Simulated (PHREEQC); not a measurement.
A solution holds 0.049 mol CsCl, 0.0016 mol Ca(HCO3)2 and 0.00047 mol HBF4 per kg of water, at 25 °C. Closed to the air; pH follows from the charge balance.

All values are PHREEQC results (ion-association model, wateq4f.dat), not measurements.

```tsv
quantity	before	after
pH	6.11	6.04
CaF+ (mol/kgw)	1.16e-5	2.07e-5
HF (mol/kgw)	1.74e-6	3.56e-6
H2BO3- (mol/kgw)	4.39e-7	6.22e-7
BF(OH)3- (mol/kgw)	3.58e-7	4.73e-7
BF2(OH)2- (mol/kgw)	4.52e-8	6.66e-8
SI of Fluorite (CaF2)	+1.82	+1.52
SI of Portlandite (Ca(OH)2)	-13.72	-11.81
```

What was changed between the two runs?
A) 0.034 mol/kgw Cs2SO4 added
B) temperature from 25 to 35 °C
C) temperature from 25 to 20 °C
D) Ca(HCO3)2 replaced by CaCl2 at the same molality
E) temperature from 25 to 55 °C

E, temperature from 25 to 55 °C

No solid was allowed to form. Some of these states are supersaturated (in Fluorite, for instance). At this temperature some constants are extrapolated from 25 °C, and those without enthalpy data are left unchanged. Real BF4- forms and hydrolyses slowly; the run takes it at equilibrium.
